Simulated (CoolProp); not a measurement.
cis-2-butene along the isobar 15.3 MPa: density (kg/m³) from the reference equation and from simpler models built on Tc = 162.6 °C, pc = 4.236 MPa, ω = 0.202; each cubic takes its own stable root.

Model: reference Helmholtz-energy equation of state, Lemmon 2005, in CoolProp. It is a short technical equation, of lower accuracy than the large ones.

```csv
T (°C),phase,reference,van der Waals,Redlich-Kwong,Soave-Redlich-Kwong,Peng-Robinson
-2.35,liquid,662.6,425.8,609.2,619.1,695.9
12.85,liquid,647.6,419.2,595.8,606.3,681.8
28.05,liquid,632.4,412.4,581.9,592.7,666.7
43.25,liquid,616.8,405.4,567.4,578.4,650.7
58.45,liquid,600.9,398.3,552.5,563.3,633.7
73.55,liquid,584.6,391.0,537.0,547.4,615.6
88.75,liquid,567.7,383.5,520.9,530.5,596.3
103.95,liquid,550.2,375.7,504.2,512.7,575.7
119.15,liquid,531.9,367.8,486.8,493.8,553.8
```
